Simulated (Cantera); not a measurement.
Cantera run, input and output.

```python
import numpy as np
import cantera as ct

gas = ct.Solution("gri30.yaml")
gas.TPX = 1300, 53000, {'CH4': 1, 'CO2': 0.86, 'H2': 0.63}
reactor = ct.IdealGasConstPressureReactor(gas, energy="off", clone=False)
net = ct.ReactorNet([reactor])
net.rtol, net.atol = 1e-08, 1e-18
show = ['CH4', 'CO2', 'H2', 'C2H6', 'H', 'C2H2']
times = np.geomspace(9e-05, 50, 15)

steps = ct.SolutionArray(gas, extra=["t"])
rows = []
print(f"{'t/s':>10s}{'T/K':>9s}{'P/Pa':>11s}" + "".join(f"{s:>11s}" for s in show))
for t in times:
    while net.time < t:
        t_next = net.step()
        steps.append(gas.state, t=t_next)
    rows.append([np.interp(t, steps.t, y) for y in (steps.T, steps.P, *steps(*show).X.T)])
    print(f"{t:10.3e}{rows[-1][0]:9.1f}{rows[-1][1]:11.4g}" + "".join(f"{x:11.3e}" for x in rows[-1][2:]))
rate = np.gradient(steps.T, steps.t)
print("integrator steps:", len(steps.t))
if steps.T.max() > steps.T[0] + 200:
    print(f"time of steepest temperature rise: {steps.t[rate.argmax()]:.4e} s")
gas.TPX = 1300, 53000, {'CH4': 1, 'CO2': 0.86, 'H2': 0.63}
gas.equilibrate("TP")
print(f"equilibrium (TP): T = {gas.T:.1f} K  " + "  ".join(f"{s} {gas[s].X[0]:.3e}" for s in show))
```

It prints:

```
       t/s      T/K       P/Pa        CH4        CO2         H2       C2H6          H       C2H2
 9.000e-05   1300.0    5.3e+04  4.016e-01  3.454e-01  2.530e-01  2.126e-11  6.545e-09  3.744e-18
 2.315e-04   1300.0    5.3e+04  4.016e-01  3.454e-01  2.530e-01  3.628e-10  1.610e-08  1.971e-16
 5.955e-04   1300.0    5.3e+04  4.016e-01  3.454e-01  2.530e-01  6.139e-09  4.035e-08  1.049e-14
 1.532e-03   1300.0    5.3e+04  4.016e-01  3.454e-01  2.530e-01  9.709e-08  9.757e-08  5.908e-13
 3.941e-03   1300.0    5.3e+04  4.016e-01  3.454e-01  2.530e-01  1.148e-06  1.891e-07  3.069e-11
 1.014e-02   1300.0    5.3e+04  4.016e-01  3.454e-01  2.530e-01  6.526e-06  2.342e-07  8.660e-10
 2.608e-02   1300.0    5.3e+04  4.015e-01  3.453e-01  2.530e-01  2.058e-05  2.533e-07  1.449e-08
 6.708e-02   1300.0    5.3e+04  4.015e-01  3.452e-01  2.529e-01  4.919e-05  2.866e-07  2.285e-07
 1.726e-01   1300.0    5.3e+04  4.012e-01  3.448e-01  2.527e-01  8.610e-05  3.245e-07  3.490e-06
 4.439e-01   1300.0    5.3e+04  4.005e-01  3.436e-01  2.521e-01  1.021e-04  3.392e-07  3.943e-05
 1.142e+00   1300.0    5.3e+04  3.988e-01  3.404e-01  2.506e-01  1.048e-04  3.411e-07  2.847e-04
 2.937e+00   1300.0    5.3e+04  3.941e-01  3.322e-01  2.474e-01  1.077e-04  3.426e-07  1.373e-03
 7.556e+00   1300.0    5.3e+04  3.819e-01  3.120e-01  2.402e-01  1.114e-04  3.447e-07  4.661e-03
 1.944e+01   1300.0    5.3e+04  3.523e-01  2.660e-01  2.263e-01  1.169e-04  3.520e-07  1.293e-02
 5.000e+01   1300.0    5.3e+04  2.881e-01  1.830e-01  2.135e-01  1.200e-04  3.940e-07  3.095e-02
integrator steps: 664
equilibrium (TP): T = 1300.0 K  CH4 3.253e-02  CO2 1.782e-05  H2 5.587e-01  C2H6 2.582e-06  H 1.143e-06  C2H2 2.062e-04
```

Cantera simulation using GRI-Mech 3.0 (53 species, 325 reactions); the numbers are that mechanism's predictions, not measurements.
